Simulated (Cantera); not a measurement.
A Cantera script and what it prints.

```python
import numpy as np
import cantera as ct

gas_names = [...]  # 76 gases of nasa_gas.yaml made of C, H
cond_names = """
    C(gr) C6H6(L) C7H8(L) C8H18(L),n-octa
""".split()


# ... load() reads the species with a 1 bar reference pressure and builds the phases ...
atoms = {
    'C3H6': {'C': 3, 'H': 6},
    'H2': {'H': 2},
}
top_T = {'C(gr)': 4500}  # K; cautious upper limits of use, not melting points


# ... equilibrate(T, P, feed) seeds the gas with the atoms and calls Mixture.equilibrate('TP', solver="vcs", rtol=1e-11, max_steps=5000) ...
results = []
T = 798.15  # K
P = 25000  # Pa
for m in [3.1, 4.8, 7.4, 11, 18, 27, 42, 65]:
    feed = {'C3H6': 1, 'H2': m}  # mol
    mix = equilibrate(T, P, feed)
    results.append((T, P, feed, dict(zip(mix.species_names, mix.species_moles))))

top = {s: max(r[3][s] / sum(r[3][g] for g in gas_names) for r in results) for s in gas_names}
cols = sorted((s for s in top if top[s] > 1e-06), key=lambda s: -top[s])[:8]
seen = [c for c in cond_names if any(r[3].get(c, 0) > 1e-12 for r in results)]
print("log10 of partial pressures in bar; condensed amounts in mol")
print(f"{'n(H2)':>10s}" + "".join(f"{s[:9]:>10s}" for s in cols + seen))
for T, P, feed, n in results:
    ng = sum(n[g] for g in gas_names)
    print(f"{feed['H2']:10.4g}" + "".join(f"{np.log10(max(n[s] / ng * P / 1e5, 1e-99)):10.3f}" for s in cols)
          + "".join(f"{n.get(c, 0):10.4g}" for c in seen))
```

Result:

```
log10 of partial pressures in bar; condensed amounts in mol
     n(H2)        H2       CH4      C2H6     C(gr)
       3.1    -0.707    -1.272    -6.546     1.925
       4.8    -0.707    -1.272    -6.546     1.625
       7.4    -0.707    -1.272    -6.546     1.167
        11    -0.707    -1.272    -6.546    0.5322
        18    -0.681    -1.380    -6.789         0
        27    -0.653    -1.556    -7.169         0
        42    -0.634    -1.748    -7.572         0
        65    -0.623    -1.938    -7.963         0
```

Cantera equilibrium calculation (NASA polynomials, part measured and part estimated; ideal gas, pure solids and liquids).
